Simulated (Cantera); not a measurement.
What does this Cantera script print?

```python
import numpy as np
import cantera as ct

gas = ct.Solution("h2o2.yaml")
gas.TPX = 1398, 2666, {'H2': 0.02, 'O2': 3.4}
reactor = ct.IdealGasConstPressureReactor(gas, energy="off", clone=False)
net = ct.ReactorNet([reactor])
net.rtol, net.atol = 1e-08, 1e-18
show = ['H2', 'O2', 'OH', 'O', 'H2O', 'HO2', 'H2O2']
times = np.geomspace(2e-05, 10, 9)

steps = ct.SolutionArray(gas, extra=["t"])
rows = []
print(f"{'t/s':>10s}{'T/K':>9s}{'P/Pa':>11s}" + "".join(f"{s:>11s}" for s in show))
for t in times:
    while net.time < t:
        t_next = net.step()
        steps.append(gas.state, t=t_next)
    rows.append([np.interp(t, steps.t, y) for y in (steps.T, steps.P, *steps(*show).X.T)])
    print(f"{t:10.3e}{rows[-1][0]:9.1f}{rows[-1][1]:11.4g}" + "".join(f"{x:11.3e}" for x in rows[-1][2:]))
rate = np.gradient(steps.T, steps.t)
print("integrator steps:", len(steps.t))
if steps.T.max() > steps.T[0] + 200:
    print(f"time of steepest temperature rise: {steps.t[rate.argmax()]:.4e} s")
gas.TPX = 1398, 2666, {'H2': 0.02, 'O2': 3.4}
gas.equilibrate("TP")
print(f"equilibrium (TP): T = {gas.T:.1f} K  " + "  ".join(f"{s} {gas[s].X[0]:.3e}" for s in show))
```

Result:

```
       t/s      T/K       P/Pa         H2         O2         OH          O        H2O        HO2       H2O2
 2.000e-05   1398.0       2666  5.848e-03  9.942e-01  3.014e-09  3.045e-09  1.089e-10  5.291e-09  2.231e-13
 1.031e-04   1398.0       2666  5.848e-03  9.942e-01  2.745e-08  2.895e-08  5.842e-09  2.728e-08  5.668e-12
 5.318e-04   1398.0       2666  5.847e-03  9.942e-01  3.828e-07  4.443e-07  3.305e-07  1.405e-07  1.216e-10
 2.742e-03   1398.0       2666  3.863e-03  9.922e-01  9.586e-04  1.386e-03  1.468e-03  7.670e-07  1.583e-08
 1.414e-02   1398.0       2666  1.307e-05  9.888e-01  7.603e-04  4.950e-03  5.409e-03  4.700e-07  1.075e-08
 7.293e-02   1398.0       2666  9.924e-06  9.901e-01  6.630e-04  3.715e-03  5.481e-03  4.037e-07  9.680e-09
 3.761e-01   1398.0       2666  3.558e-06  9.926e-01  3.978e-04  1.297e-03  5.652e-03  2.210e-07  6.009e-09
 1.939e+00   1398.0       2666  4.037e-07  9.939e-01  1.344e-04  1.440e-04  5.797e-03  5.313e-08  1.478e-09
 1.000e+01   1398.0       2666  3.462e-08  9.941e-01  3.944e-05  1.229e-05  5.845e-03  2.341e-08  1.976e-10
integrator steps: 1410
equilibrium (TP): T = 1398.0 K  H2 1.585e-08  O2 9.941e-01  OH 2.673e-05  O 5.637e-06  H2O 5.852e-03  HO2 2.789e-08  H2O2 1.051e-10
```

Detailed kinetics in Cantera: the H2/O2 subset of GRI-Mech 3.0, which has no nitrogen chemistry. Radical loss at walls, strong at low pressure, is not modelled.
